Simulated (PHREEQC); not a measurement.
Dissolve 0.032 mol NaHSO4 per kg of water at 35 °C. Closed to the air; pH follows from the charge balance.

Computed with PHREEQC (ion-association model, wateq4f.dat).

No solid was allowed to form.

Task: Predict the pH, ionic strength.

Result: pH 1.84; ionic strength 0.0640 mol/kgw.

Task: In which forms is S present?

Result: SO4-2 50 %, HSO4- 46 %, NaSO4- 3.5 % of the S.

Species that the database lacks are ignored.
